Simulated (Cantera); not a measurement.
A closed system holds: 1 mol CCl4, 0.014 mol CH4, 0.63 mol Si, equilibrated at 2375 K and 9.30 Pa.

These are equilibrium values from Cantera (NASA tables, ideal gas, pure condensed phases), not measurements of a reactor. Candidate condensed phases: C, C6H6, C7H8, C8H18, Si, SiC; 109 gas species. The tables' values for SiCl are old estimates; treat these amounts as uncertain. Kinetics and transport are ignored.

Base state: Cl 0.850, Si 0.106, SiC2 0.0188, H 0.00780, SiCl2 0.00603, SiCl 0.00539, HCl 0.00434, C3 0.000687 (mole fractions); condensed: C(graphite).

Problem. What changes in the equilibrium state with this change: temperature from 2375 K to 1998 K?

Solution. 
```
species             before     after
----------------  --------  --------
Cl                   0.850     0.797
SiCl2              0.00603     0.182
HCl                0.00434    0.0162
Si                   0.106  0.000838
SiC2                0.0188   3.44e-5
SiCl4              1.54e-9   4.31e-5
C2                 6.19e-5   2.40e-8
C3                0.000687   2.84e-7
SiC                2.49e-5   1.54e-8
C                 0.000293   3.14e-7
C(graphite), mol     0.828      1.01
```
The tables' values for SiCl3, SiCl are old estimates; treat these amounts as uncertain.

Problem. What changes in the equilibrium state with this change: CH4 from 0.014 to 0.028 mol?

Solution. 
```
species             before     after
----------------  --------  --------
Cl                   0.850     0.839
Si                   0.106     0.106
SiC2                0.0188    0.0187
H                  0.00780    0.0155
HCl                0.00434   0.00849
H2                 2.85e-5  0.000112
SiCl2              0.00603   0.00584
Cl2                1.10e-5   1.07e-5
SiCl               0.00539   0.00529
Si2C              0.000343  0.000338
C(graphite), mol     0.828     0.842
```
